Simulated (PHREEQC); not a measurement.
Make-up at 25 °C: 0.01 mol/kgw Cu(BF4)2 and 0.038 mol/kgw HNO3. Closed to the air; pH follows from the charge balance.

Equilibrium calculation in PHREEQC: ion-association model, phreeqc.dat.

This is a speciation only: nothing precipitates in the calculation.

Task: What pH, ionic strength does the model give?

Result: pH 1.51; ionic strength 0.0663 mol/kgw.

Task: In which forms is F present?

Result: BF4- 86 %, HF 11 %, BF3OH- 2.7 % of the F.

Real BF4- forms and hydrolyses slowly; the run takes it at equilibrium.
